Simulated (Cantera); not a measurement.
An isothermal, constant-pressure homogeneous reactor starts with 40.7 % CH₄, 23.2 % H₂O, 36.2 % H₂, at 1423 K and 0.227 atm.

Cantera simulation using GRI-Mech 3.0 (53 species, 325 reactions); the numbers are that mechanism's predictions, not measurements. GRI-Mech 3.0 stops at C3 and has no aromatics, soot or wall deposition, so with more carbon than oxygen in the feed, carbon stays in small species such as C2H2 where larger ones or solid carbon would form.

Task: Predict: x(CH₄) at 1.00 s; x(H₂O) at 1.00 s; x(H₂) at 1.00 s; x(CO) at 1.00 s; x(C₂H₂) at 1.00 s.

Result: 
| Property | Result |
|---|---|
| x(CH₄) at 1.00 s | 0.363 (gas-phase equilibrium 0.0520) |
| x(H₂O) at 1.00 s | 0.225 (gas-phase equilibrium 7.91e-7) |
| x(H₂) at 1.00 s | 0.396 (gas-phase equilibrium 0.768) |
| x(CO) at 1.00 s | 8.37e-5 (gas-phase equilibrium 0.149) |
| x(C₂H₂) at 1.00 s | 0.0133 (gas-phase equilibrium 0.0272) |
